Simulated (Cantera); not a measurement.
A Cantera script and what it prints.

```python
import numpy as np
import cantera as ct

gas_names = """
    H HI HO2 H2 H2O H2O2 I I2 Mg MgH MgI MgI2 MgO MgOH MgO2H2 Mg2 O OH O2 O3
""".split()
cond_names = """
    H2O(s) H2O(L) I2(cr) I2(L) Mg(cr) Mg(L) MgI2(s) MgI2(L) MgO(s) MgO(L) MgO2H2(s)
""".split()


# ... load() reads the species with a 1 bar reference pressure and builds the phases ...
atoms = {
    'MgO': {'Mg': 1, 'O': 1},
    'I2': {'I': 2},
    'H2': {'H': 2},
}
top_T = {}  # K; cautious upper limits of use, not melting points


# ... equilibrate(T, P, feed) seeds the gas with the atoms and calls Mixture.equilibrate('TP', solver="vcs", rtol=1e-11, max_steps=5000) ...
results = []
T = 750  # K
P = 4600  # Pa
for m in [0.03, 0.087, 0.14, 0.2, 0.26, 0.31, 0.37, 0.43, 0.48, 0.54, 0.6, 0.65, 0.71]:
    feed = {'MgO': 1, 'I2': m, 'H2': 3.8}  # mol
    mix = equilibrate(T, P, feed)
    results.append((T, P, feed, dict(zip(mix.species_names, mix.species_moles))))

top = {s: max(r[3][s] / sum(r[3][g] for g in gas_names) for r in results) for s in gas_names}
cols = sorted((s for s in top if top[s] > 1e-06), key=lambda s: -top[s])[:6]
seen = [c for c in cond_names if any(r[3].get(c, 0) > 1e-12 for r in results)]
print("log10 of partial pressures in bar; condensed amounts in mol")
print(f"{'n(I2)':>10s}" + "".join(f"{s[:9]:>10s}" for s in cols + seen))
for T, P, feed, n in results:
    ng = sum(n[g] for g in gas_names)
    print(f"{feed['I2']:10.4g}" + "".join(f"{np.log10(max(n[s] / ng * P / 1e5, 1e-99)):10.3f}" for s in cols)
          + "".join(f"{n.get(c, 0):10.4g}" for c in seen))
```

Output:

```
log10 of partial pressures in bar; condensed amounts in mol
     n(I2)        H2        HI        I2         I       H2O      MgI2    MgO(s)
      0.03    -1.344    -3.144    -6.634    -5.908    -6.568    -6.568         1
     0.087    -1.357    -2.688    -5.710    -5.446    -6.112    -6.112    0.9999
      0.14    -1.369    -2.488    -5.298    -5.240    -5.912    -5.912    0.9999
       0.2    -1.383    -2.340    -4.988    -5.085    -5.764    -5.764    0.9999
      0.26    -1.397    -2.233    -4.761    -4.971    -5.658    -5.658    0.9998
      0.31    -1.408    -2.163    -4.609    -4.895    -5.587    -5.587    0.9998
      0.37    -1.422    -2.093    -4.455    -4.819    -5.517    -5.517    0.9997
      0.43    -1.435    -2.035    -4.325    -4.753    -5.459    -5.459    0.9997
      0.48    -1.447    -1.993    -4.229    -4.706    -5.417    -5.417    0.9996
      0.54    -1.461    -1.948    -4.127    -4.654    -5.372    -5.372    0.9996
       0.6    -1.474    -1.909    -4.035    -4.608    -5.333    -5.333    0.9996
      0.65    -1.486    -1.880    -3.965    -4.573    -5.304    -5.304    0.9995
      0.71    -1.500    -1.848    -3.888    -4.535    -5.272    -5.272    0.9995
```

Equilibrium computed with Cantera from the NASA thermochemical tables; the gas is ideal and each condensed phase is pure.
